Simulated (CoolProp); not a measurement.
The fluid at 505.39 K and 1.36 MPa is compressed adiabatically to 3.76 MPa with isentropic efficiency 0.7. The same conditions are run with several fluids, on thermodynamics alone (safety and materials aside).

Computed with CoolProp (reference Helmholtz-energy equation of state of each fluid (n-hexane: Thol 2019; nitrogen: Span 2000; benzene: Thol 2012; isobutane: Bücker 2006)).

```json
[
 {"fluid": "n-hexane", "work (kJ/kg)": "51.1", "final temperature (K)": "548.1", "final phase": "supercritical", "final density (kg/m³)": "125"},
 {"fluid": "nitrogen", "work (kJ/kg)": "255", "final temperature (K)": "739.3", "final phase": "supercritical", "final density (kg/m³)": "16.9"},
 {"fluid": "benzene", "work (kJ/kg)": "61.5", "final temperature (K)": "562.9", "final phase": "gas", "final density (kg/m³)": "95.9"},
 {"fluid": "isobutane", "work (kJ/kg)": "98.2", "final temperature (K)": "550.6", "final phase": "supercritical", "final density (kg/m³)": "54.6"}
]
```
